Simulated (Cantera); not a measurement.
Feed: 1 mol TiO2, 2.7 mol H2, at 2023.15 K and 32.0 mbar.

Method: chemical equilibrium by Gibbs-energy minimisation in Cantera with the NASA 1993 tables (ideal gas, pure condensed phases). Candidate condensed phases: H2O, Ti, TiO, TiO2, Ti2O3, Ti3O5, Ti4O7; 12 gas species. Condensed phases not in the tables: Magnéli phases beyond Ti4O7. Rates play no part.

Base state: H2 0.898, H2O 0.0920, H 0.0101, OH 0.000108 (mole fractions); condensed: Ti4O7(l).

Problem. What changes in the equilibrium state with this change: pressure from 32.0 mbar to 13.3 mbar?

Solution. 
```json
[
 {"species": "H2", "before": "0.898", "after": "0.893"},
 {"species": "H2O", "before": "0.0920", "after": "0.0917"},
 {"species": "H", "before": "0.0101", "after": "0.0156"},
 {"species": "TiO2", "before": "6.91e-6", "after": "1.66e-5"},
 {"species": "OH", "before": "0.000108", "after": "0.000166"},
 {"species": "Ti4O7(l), mol", "before": "0.250", "after": "0.250"}
]
```
